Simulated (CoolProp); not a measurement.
n-perfluorohexane along the isobar 255 kPa: Z from the reference equation and from simpler models built on Tc = 174.9 °C, pc = 1742 kPa, ω = 0.497; each cubic takes its own stable root.

Model: reference Helmholtz-energy equation of state, Gao 2022, in CoolProp.

```
T (°C)   phase  reference  van der Waals  Redlich-Kwong  Soave-Redlich-Kwong  Peng-Robinson
------  ------  ---------  -------------  -------------  -------------------  -------------
-19.95  liquid    0.02271        0.04100        0.02777              0.02628        0.02336
-11.05  liquid    0.02224        0.04013        0.02722              0.02569        0.02282
-2.15   liquid    0.02181        0.03934        0.02674              0.02515        0.02233
6.75    liquid    0.02142        0.03864        0.02632              0.02468        0.02189
15.65   liquid    0.02107        0.03803        0.02595              0.02426        0.02150
24.55   liquid    0.02075         0.8722        0.02564              0.02389        0.02117
33.45   liquid    0.02047         0.8817        0.02540              0.02358        0.02088
42.25   liquid    0.02022         0.8901        0.02521              0.02333        0.02064
51.15   liquid    0.02000         0.8977        0.02508              0.02313        0.02045
60.05   liquid    0.01982         0.9045        0.02501              0.02299        0.02031
68.95   liquid    0.01967         0.9107         0.8826              0.02291        0.02023
77.85   liquid    0.01956         0.9163         0.8916              0.02290        0.02021
95.65      gas     0.8874         0.9262         0.9069               0.8914         0.8850
```

At some of these states van der Waals, Redlich-Kwong gives the other phase, because its saturation line lies elsewhere.
